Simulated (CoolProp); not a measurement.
Vapour-liquid equilibrium of cyclohexane (1) + m-xylene (2) at 104.05 °C; x and y are mole fractions of (1).

Computed with CoolProp (multi-fluid Helmholtz-energy mixture model, Zhou 2014 and Zhou 2012; pair parameters Bell 2016).

```tsv
x	bubble pressure (bar)	y at the bubble point	dew pressure at overall composition x (bar)	liquid density (mol/L)
0.05	0.4604	0.258	0.3734	7.469
0.15	0.6569	___	___	7.543
0.25	0.8391	0.668	0.4561	7.617
0.35	1.008	0.754	0.5127	7.694
0.45	1.164	0.814	0.5850	7.772
0.55	1.311	___	0.6803	7.853
0.65	1.452	0.896	0.8108	7.937
0.75	1.590	0.928	0.9980	8.024
0.85	1.728	0.958	1.278	8.115
0.95	1.870	0.986	1.691	8.211
```

Task: Complete the blanks.

Result: 
- 0.15, y at the bubble point: 0.528
- 0.15, dew pressure at overall composition x (bar): 0.4107
- 0.55, y at the bubble point: 0.859

No azeotrope shows between x = 0.05 and 0.95.

Pair parameters are fitted to limited data, so mixtures are less certain than the pure fluids.
